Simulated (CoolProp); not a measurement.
The numbers come from the reference Helmholtz-energy equation of state, Platzer 1990 in CoolProp. This equation is an older, rougher fit; its heat capacities, sound speeds and derivatives of the liquid may be far off and weren't checked against measurements.

Give the vapour pressure (MPa), vapour density (kg/m³), enthalpy of vaporisation (kJ/kg), surface tension (mN/m) of saturated CF4 (R14) at 166.6, 170.5 K.


| T (K) | p (MPa) | vapour density (kg/m³) | enthalpy of vaporisation (kJ/kg) | surface tension (mN/m) |
|---|---|---|---|---|
| 166.6 | 0.371 | 26.0 | 121 | 8.25 |
| 170.5 | 0.452 | 31.4 | 118 | 7.60 |

Surface tension comes from a separate correlation (Mulero 2012).
